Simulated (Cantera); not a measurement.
A perfectly stirred reactor is fed with 22.2 % CO, 1.04 % H2, 16.1 % O2, 60.6 % N2, equivalence ratio 0.72, at 1.01 bar; it is adiabatic with a 423 K inlet, and is followed from long to short residence time, starting on the burning branch (τ in s: 0.23, 0.097, 0.04, 0.017, 0.0069, 0.0028, 0.0012, 0.00049, 0.0002, 8.4e-05).

Detailed kinetics in Cantera: GRI-Mech 3.0 (53 species, 325 reactions).

Predict: blow-out, bracketed by the residence times tried; x(CO) at τ = 0.230 s; x(H2) at τ = 0.230 s; x(O2) at τ = 0.230 s; x(HO2) at τ = 0.230 s; x(H) at τ = 0.230 s; x(CO) at τ = 2.80 ms; x(H2) at τ = 2.80 ms; x(O2) at τ = 2.80 ms; x(HO2) at τ = 2.80 ms; x(H) at τ = 2.80 ms.


```json
{
 "blow_out_bracketed_by_the_residence_times_tried": "burning at 0.490 ms, out at 0.200 ms",
 "x(CO) at τ = 0.230 s": "0.0111",
 "x(H2) at τ = 0.230 s": "9.38e-5",
 "x(O2) at τ = 0.230 s": "0.0536",
 "x(HO2) at τ = 0.230 s": "8.03e-7",
 "x(H) at τ = 0.230 s": "9.50e-5",
 "x(CO) at τ = 2.80 ms": "0.0519",
 "x(H2) at τ = 2.80 ms": "0.000501",
 "x(O2) at τ = 2.80 ms": "0.0708",
 "x(HO2) at τ = 2.80 ms": "5.90e-6",
 "x(H) at τ = 2.80 ms": "0.00213"
}
```
